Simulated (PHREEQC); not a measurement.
Dissolve 0.032 mol/kgw MgSO4, 0.015 mol/kgw K2SO4 and 0.0092 mol/kgw NaCl at 51 °C. Closed to the air; pH follows from the charge balance.

The numbers come from PHREEQC with the Pitzer model, pitzer.dat.

```json
{
 "ionic_strength": "0.182 mol/kgw",
 "specific_conductance": "15600 µS/cm",
 "density": "0.994 g/cm³",
 "osmotic_coefficient": "0.730"
}
```

| species | molality | activity | log γ |
|---|---|---|---|
| SO4-2 | 0.0470 | 0.00993 | -0.675 |
| Mg+2 | 0.0320 | 0.00713 | -0.652 |
| K+ | 0.0300 | 0.0219 | -0.137 |
| Cl- | 0.00920 | 0.00660 | -0.144 |
| Na+ | 0.00920 | 0.00681 | -0.131 |
| HSO4- | 6.33e-7 | 4.53e-7 | -0.145 |
| MgOH+ | 5.66e-7 | 3.95e-7 | -0.156 |
| OH- | 3.90e-7 | 2.57e-7 | -0.182 |
| H+ | 3.23e-7 | 2.26e-7 | -0.156 |

Precipitation was switched off in this run. Species that the database lacks are ignored. At this temperature some constants are extrapolated from 25 °C, and those without enthalpy data are left unchanged.
